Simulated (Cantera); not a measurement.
Input: 1 mol Mg(OH)2, 2.9 mol CO2, 2.8 mol H2, held at 523.15 K and 13.3 mbar.

Method: chemical equilibrium by Gibbs-energy minimisation in Cantera with the NASA 1993 tables (ideal gas, pure condensed phases). Candidate condensed phases: C, C6H6, C7H8, C8H18, H2O, Mg, MgCO3, MgO, Mg(OH)2; 116 gas species. The numbers say what is thermodynamically allowed, not how fast it happens.

### Question
What is the equilibrium state?

### Answer
```
Property                             Result
--------------------------------  ---------
x(H2O)                                0.550
x(CO2)                                0.259
x(CH4)                                0.104
x(H2)                                0.0861
x(CO)                              0.000450
n(C(graphite))                    0.266 mol
n(MgCO3(s))                        1.00 mol
gas amount                        4.495 mol
log10 activity of Mg(s) (absent)     -33.54
```
